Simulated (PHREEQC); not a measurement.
Dissolve 0.0042 mol ZnSO4, 0.02 mol NaCl and 0.0013 mol NiCl2 per kg of water at 25 °C. Closed to the air; pH follows from the charge balance.

Computed with PHREEQC (ion-association model, wateq4f.dat).

Precipitation was switched off in this run.

Problem. Order these Ni species by the share of Ni that they hold, largest first: Ni+2, NiCl+, NiCl2, NiSO4.

Solution. Ni+2 (85 %), NiSO4 (13 %), NiCl+ (2.3 %), NiCl2 (0.13 %)

Problem. Order these Zn species by the share of Zn that they hold, largest first: Zn+2, Zn(SO4)2-2, ZnSO4, ZnCl+.

Solution. Zn+2 (81 %), ZnSO4 (16 %), ZnCl+ (2.5 %), Zn(SO4)2-2 (0.42 %)

The pH is 5.79 and the ionic strength 0.0367 mol/kgw. Species that the database lacks are ignored.
